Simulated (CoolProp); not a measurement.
Vapour-liquid equilibrium of CHF3 (R23) (1) + R125 (2) at 0.55 MPa; x and y are mole fractions of (1).

The numbers come from the multi-fluid Helmholtz-energy mixture model, Penoncello 2003 and Lemmon 2005; pair parameters Bell 2016 in CoolProp.

```tsv
x	bubble temperature, mixture model (°C)	bubble temperature, Raoult's law (°C)	y, mixture model	y, Raoult's law
0.05	-9.5	-10.1	0.136	0.171
0.2	-18.6	-19.9	0.451	0.508
0.35	-26.2	-27.4	0.656	0.700
0.5	-32.5	-33.2	0.789	0.819
0.65	-37.6	-38.1	0.877	0.897
0.8	-41.8	-42.1	0.940	0.951
0.95	-45.4	-45.5	0.987	0.990
```

The largest gap from Raoult's law is +1.3 K in bubble temperature, at x = 0.2. No azeotrope shows between x = 0.05 and 0.95.

Pair parameters are fitted to limited data, so mixtures are less certain than the pure fluids.
